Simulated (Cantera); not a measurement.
# NO annealing gas

An isothermal, constant-pressure homogeneous reactor starts with NO : N2 = 1 : 0.23 (molar parts), at 1650 K and 12.8 Torr.

Cantera simulation using GRI-Mech 3.0 (53 species, 325 reactions); the numbers are that mechanism's predictions, not measurements. Radical loss at walls, strong at low pressure, is not modelled.

```
t (s)      x NO      x O2      x O     x NO2   x N2
--------  -----  --------  -------  --------  -----
5.00e-5   0.813  2.05e-12  3.00e-8  2.92e-11  0.187
0.000199  0.813  3.28e-11  1.19e-7  4.66e-10  0.187
0.000792  0.813  5.09e-10  4.69e-7   7.20e-9  0.187
0.00315   0.813   7.89e-9  1.79e-6   1.10e-7  0.187
0.0126    0.813   1.29e-7  6.11e-6   1.50e-6  0.187
0.0500    0.813   3.05e-6  1.48e-5   1.35e-5  0.187
0.199     0.813   5.28e-5  1.99e-5   3.67e-5  0.187
0.792     0.812  0.000381  2.42e-5   4.35e-5  0.187
3.15      0.809   0.00190  2.66e-5   5.05e-5  0.189
12.6      0.797   0.00795  3.15e-5   7.16e-5  0.195
50.0      0.750    0.0311  4.49e-5  0.000123  0.218
```
x: mole fraction; the columns are a selection and need not sum to one.

Equilibrium at this temperature and pressure: NO 0.00288, O2 0.405, O 0.000127, NO2 1.84e-6, N2 0.592 (gas phase only).
